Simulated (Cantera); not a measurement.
Equilibrium for aluminium nitride and oxide growth: Al + N2 + H2

A closed system holds: 1 mol Al, 29 mol N2, 250 mol H2, equilibrated at 1575 K and 100 Torr.

Cantera equilibrium calculation (NASA polynomials, part measured and part estimated; ideal gas, pure solids and liquids). Candidate condensed phases: Al, AlN; 13 gas species. Equilibrium is a limit: real reactors are often held back by kinetics, nucleation or transport.

| Quantity | Value |
|---|---|
| x(H2) | 0.898 |
| x(N2) | 0.102 |
| x(H) | 0.000108 |
| x(NH3) | 1.81e-6 |
| n(AlN(s)) | 1.000 mol |
| gas amount | 278.5 mol |
| log10 activity of Al(l) (absent) | -3.85 |
